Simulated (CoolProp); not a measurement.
Saturation properties of isobutane (Tc = 407.8 K, pc = 3.629 MPa, ω = 0.184).

Model: reference Helmholtz-energy equation of state, Bücker 2006, in CoolProp.

| T (K) | p (MPa) | vapour density (kg/m³) | enthalpy of vaporisation (kJ/kg) | surface tension (mN/m) | liquid viscosity (µPa s) |
|---|---|---|---|---|---|
| 274.7 | 0.1658 | (withheld) | 352.9 | 12.7 | 195 |
| 283.2 | 0.2210 | 5.876 | 344.6 | (withheld) | 177 |
| 291.7 | (withheld) | 7.587 | 335.9 | 10.7 | 162 |
| 300.3 | 0.3732 | 9.690 | 326.5 | 9.77 | 148 |
| 308.8 | 0.4730 | 12.20 | 316.8 | 8.83 | 135 |
| 317.3 | 0.5915 | 15.20 | 306.4 | 7.90 | 124 |
| 325.9 | 0.7324 | 18.83 | 295.1 | 6.99 | 114 |
| 334.4 | 0.8945 | 23.10 | 283.0 | 6.10 | 104 |

What belongs in the gaps?


- 274.7, vapour density (kg/m³): 4.481
- 283.2, surface tension (mN/m): 11.7
- 291.7, p (MPa): 0.2892

It boils at 261.4 K under 1 atm.

Viscosity comes from a separate model (Vogel 2000). Surface tension comes from a separate correlation (Mulero 2012).
